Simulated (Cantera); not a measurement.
## Thermodynamics of halide evaporation, hydrolysis and transport, feed PbF₂ + N₂

Input: 1 mol PbF₂, a varied amount of N₂, held at 1823 K and 133 Pa.

Equilibrium computed with Cantera from the NASA thermochemical tables; the gas is ideal and each condensed phase is pure. Candidate condensed phases: Pb, PbF₂; 12 gas species. Equilibrium is a limit: real reactors are often held back by kinetics, nucleation or transport.

```
n(N₂) (mol)   x N₂  x PbF₂   x PbF₄    x PbF     x Pb
-----------  -----  ------  -------  -------  -------
0.16         0.138   0.559    0.127   0.0889   0.0844
0.27         0.212   0.511    0.116   0.0812   0.0771
0.47         0.319   0.441    0.100   0.0702   0.0667
0.81         0.446   0.358   0.0814   0.0571   0.0543
1.4          0.582   0.270   0.0612   0.0431   0.0410
2.4          0.704   0.191   0.0430   0.0305   0.0291
4.1          0.802   0.127   0.0284   0.0204   0.0196
7.1          0.874  0.0800   0.0176   0.0130   0.0125
12           0.921  0.0498   0.0107  0.00817  0.00799
21           0.952  0.0294  0.00605  0.00493  0.00492
```
x: gas mole fraction; nothing condenses.

From 0.16 mol N₂ to 21 mol N₂ nothing is condensed. The main Pb-bearing gas is PbF₂ throughout.
